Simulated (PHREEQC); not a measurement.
Solution (25 °C): 0.0031 mol Na2S and 0.0019 mol NaHCO3 per kg of water. Closed to the air; pH follows from the charge balance.

Equilibrium calculation in PHREEQC: ion-association model, phreeqc.dat.

```
quantity                    before    after
------------------------  --------  -------
pH                           11.08     8.24
ionic strength (mol/kgw)   0.00954  0.00501
CO3-2 (mol/kgw)            0.00154  1.89e-5
HCO3- (mol/kgw)           0.000204  0.00185
NaCO3- (mol/kgw)          0.000154  1.31e-6
NaHCO3 (mol/kgw)           7.47e-7  4.48e-6
```

**Question.** What was changed between the two runs?
A. 0.0048 mol/kgw NaHF2 added
B. NaHCO3 from 0.0019 to 0.00095 mol/kgw
C. temperature from 25 to 50 °C
D. Na2S replaced by NaBr at the same molality

**Answer.** D, Na2S replaced by NaBr at the same molality

No solid was allowed to form.
